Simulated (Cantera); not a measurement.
A Cantera script and what it prints.

```python
import numpy as np
import cantera as ct

gas_names = [...]  # 123 gases of nasa_gas.yaml made of C, H, O, Si
cond_names = """
    C(gr) C6H6(L) C7H8(L) C8H18(L),n-octa H2O(s) H2O(L) Si(cr) Si(L) SiC(b) SiO2(Lqz) SiO2(hqz) SiO2(L)
""".split()


# ... load() reads the species with a 1 bar reference pressure and builds the phases ...
atoms = {
    'SiC': {'Si': 1, 'C': 1},
    'H2O': {'H': 2, 'O': 1},
    'H2': {'H': 2},
}
top_T = {'C(gr)': 4500, 'SiC(b)': 3050}  # K; cautious upper limits of use, not melting points


# ... equilibrate(T, P, feed) seeds the gas with the atoms and calls Mixture.equilibrate('TP', solver="vcs", rtol=1e-11, max_steps=5000) ...
results = []
feed = {'SiC': 1, 'H2O': 0.34, 'H2': 120}  # mol
P = 100000  # Pa
for T in [1298, 1398, 1498, 1598, 1698, 1798, 1898, 1998, 2098, 2198]:
    mix = equilibrate(T, P, feed)
    results.append((T, P, feed, dict(zip(mix.species_names, mix.species_moles))))

top = {s: max(r[3][s] / sum(r[3][g] for g in gas_names) for r in results) for s in gas_names}
cols = sorted((s for s in top if top[s] > 0.001), key=lambda s: -top[s])[:6]
seen = [c for c in cond_names if any(r[3].get(c, 0) > 1e-12 for r in results)]
print("log10 of partial pressures in bar; condensed amounts in mol")
print(f"{'T/K':>10s}" + "".join(f"{s[:9]:>10s}" for s in cols + seen))
for T, P, feed, n in results:
    ng = sum(n[g] for g in gas_names)
    print(f"{T:10.4g}" + "".join(f"{np.log10(max(n[s] / ng * P / 1e5, 1e-99)):10.3f}" for s in cols)
          + "".join(f"{n.get(c, 0):10.4g}" for c in seen))
```

Result:

```
log10 of partial pressures in bar; condensed amounts in mol
       T/K        H2         H        CO       SiO       CH4    SiC(b) SiO2(hqz)
      1298    -0.001    -5.970    -4.424    -6.023    -2.867    0.8323    0.1676
      1398    -0.001    -5.325    -3.449    -4.967    -3.055    0.8512    0.1475
      1498    -0.001    -4.765    -3.102    -3.891    -3.548    0.8706    0.1139
      1598    -0.001    -4.274    -2.895    -2.922    -4.043    0.8356    0.0198
      1698    -0.001    -3.840    -2.863    -2.843    -4.165    0.8262         0
      1798    -0.001    -3.454    -2.859    -2.845    -4.250    0.8261         0
      1898    -0.002    -3.108    -2.855    -2.849    -4.323    0.8248         0
      1998    -0.002    -2.796    -2.845    -2.858    -4.384    0.8206         0
      2098    -0.003    -2.513    -2.824    -2.882    -4.425     0.809         0
      2198    -0.004    -2.256    -2.782    -2.937    -4.434    0.7809         0
```

Equilibrium computed with Cantera from the NASA thermochemical tables; the gas is ideal and each condensed phase is pure. Mutual solubility and eutectic melting of coexisting phases are not modelled. The tables hold silica as quartz up to 1696 K and as liquid above; real silica turns to tridymite and cristobalite and melts near 1996 K. Gases not in the tables: Si2H6 and higher silanes.
